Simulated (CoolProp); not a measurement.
Vapour-liquid equilibrium of R13 (1) + R113 (2) at 255.1 K; x and y are mole fractions of (1).

Model: multi-fluid Helmholtz-energy mixture model, Platzer 1990 and Marx 1992; pair parameters Bell 2016, in CoolProp. This equation is an older, rougher fit; its heat capacities, sound speeds and derivatives of the liquid may be far off and weren't checked against measurements.

```tsv
x	bubble pressure (MPa)	y at the bubble point	dew pressure at overall composition x (MPa)	liquid density (mol/L)
0.05	0.08952	0.935	0.006125	9.030
0.15	0.2417	0.976	0.006846	(withheld)
0.25	0.3765	(withheld)	0.007760	9.675
0.35	0.4973	0.989	0.008954	10.02
0.45	0.6073	0.992	0.01058	10.37
0.55	(withheld)	0.993	(withheld)	(withheld)
0.65	(withheld)	0.995	0.01663	(withheld)
0.75	0.9064	0.996	0.02328	11.40
0.85	1.012	0.997	0.03878	11.68
0.95	1.134	0.999	(withheld)	11.83
```

Q: Complete the blanks.

A: 
- 0.15, liquid density (mol/L): 9.346
- 0.25, y at the bubble point: 0.985
- 0.55, bubble pressure (MPa): 0.7097
- 0.55, dew pressure at overall composition x (MPa): 0.01293
- 0.55, liquid density (mol/L): 10.72
- 0.65, bubble pressure (MPa): 0.8080
- 0.65, liquid density (mol/L): 11.07
- 0.95, dew pressure at overall composition x (MPa): 0.1159

No azeotrope shows between x = 0.05 and 0.95.

Pair parameters are fitted to limited data, so mixtures are less certain than the pure fluids. The gap from Raoult's law changes sign with composition, which may be real or a fault of the pair parameters; it wasn't checked against measurements.
